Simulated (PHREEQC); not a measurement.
Solution (25 °C): 0.012 mol NH3 and 0.3 mol K2SO4 per kg of water. Closed to the air; pH follows from the charge balance.

Equilibrium calculation in PHREEQC: ion-association model, wateq4f.dat.

This is a speciation only: nothing precipitates in the calculation.

### Question
Predict the pH, activity of water.

### Answer
pH 10.69; activity of water 0.986.

### Question
In which forms is N present?

### Answer
NH3 93 %, NH4+ 4.4 %, NH4SO4- 2.2 % of the N.

Complexes and solids missing from the database can't appear.
